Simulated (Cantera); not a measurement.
Moist CO burnout

An isothermal, constant-pressure homogeneous reactor starts with CO : O₂ : H₂O : N₂ = 0.0035 : 0.045 : 0.00013 : 1 (molar parts), equivalence ratio 0.039, at 1200 K and 10.0 bar.

Cantera simulation using GRI-Mech 3.0 (53 species, 325 reactions); the numbers are that mechanism's predictions, not measurements.

```json
[
 {"t (s)": "2.00e-5", "x CO": "0.00334", "x O₂": "0.0429", "x H₂O": "0.000124", "x N₂O": "<1e-12", "x H": "<1e-12"},
 {"t (s)": "5.35e-5", "x CO": "0.00334", "x O₂": "0.0429", "x H₂O": "0.000124", "x N₂O": "2.70e-12", "x H": "<1e-12"},
 {"t (s)": "0.000143", "x CO": "0.00334", "x O₂": "0.0429", "x H₂O": "0.000124", "x N₂O": "1.83e-11", "x H": "2.30e-12"},
 {"t (s)": "0.000382", "x CO": "0.00334", "x O₂": "0.0429", "x H₂O": "0.000124", "x N₂O": "1.16e-10", "x H": "7.47e-12"},
 {"t (s)": "0.00102", "x CO": "0.00334", "x O₂": "0.0429", "x H₂O": "0.000124", "x N₂O": "6.34e-10", "x H": "2.56e-11"},
 {"t (s)": "0.00273", "x CO": "0.00334", "x O₂": "0.0429", "x H₂O": "0.000124", "x N₂O": "3.03e-9", "x H": "9.88e-11"},
 {"t (s)": "0.00731", "x CO": "0.00333", "x O₂": "0.0429", "x H₂O": "0.000124", "x N₂O": "1.81e-8", "x H": "5.56e-10"},
 {"t (s)": "0.0196", "x CO": "0.00326", "x O₂": "0.0429", "x H₂O": "0.000124", "x N₂O": "1.50e-7", "x H": "2.24e-9"},
 {"t (s)": "0.0523", "x CO": "0.00300", "x O₂": "0.0428", "x H₂O": "0.000123", "x N₂O": "5.83e-7", "x H": "2.22e-9"},
 {"t (s)": "0.140", "x CO": "0.00241", "x O₂": "0.0425", "x H₂O": "0.000123", "x N₂O": "1.52e-6", "x H": "1.83e-9"},
 {"t (s)": "0.374", "x CO": "0.00138", "x O₂": "0.0420", "x H₂O": "0.000124", "x N₂O": "2.88e-6", "x H": "1.11e-9"},
 {"t (s)": "1.00", "x CO": "0.000339", "x O₂": "0.0415", "x H₂O": "0.000124", "x N₂O": "3.17e-6", "x H": "3.54e-10"}
]
```
x: mole fraction; the columns are a selection and need not sum to one.

Equilibrium at this temperature and pressure: CO 9.14e-11, O₂ 0.0413, H₂O 0.000124, N₂O 2.34e-8, H <1e-12 (gas phase only).
